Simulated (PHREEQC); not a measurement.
Consider water at 82 °C with 0.23 mol/kgw HF and 0.012 mol/kgw (NH4)2SiF6. Closed to the air; pH follows from the charge balance.

All values are PHREEQC results (ion-association model, wateq4f.dat), not measurements.

Each row changes one thing in this solution. No solid was allowed to form.

```
case                                                 pH  ionic strength (mol/kgw)  HF (mol/kgw)  H2F2 (mol/kgw)  F- (mol/kgw)  HF2- (mol/kgw)
-------------------------------------------------  ----  ------------------------  ------------  --------------  ------------  --------------
as made                                            2.04                    0.0467         0.194          0.0103       0.00586         0.00489
(NH4)2SiF6 left out                                2.05                   0.00980         0.195          0.0104       0.00535         0.00445
(NH4)2SiF6 replaced by NH4Br at the same molality  2.05                    0.0222         0.194          0.0104       0.00558         0.00465
HF left out                                        3.35                    0.0344       0.00779         1.67e-5       0.00462        0.000154
diluted 5-fold with water                          2.49                    0.0108        0.0409        0.000459       0.00308        0.000538
```

Some of these states are supersaturated (in Quartz (slow to form), Chalcedony (slow to form), for instance). wateq4f.dat counts part of the HF as a dimer, H2F2, which phreeqc.dat doesn't know; its constant is uncertain. Constants without temperature data keep their 25 °C values here. SiF6-2 is the database's only silicon fluoride.
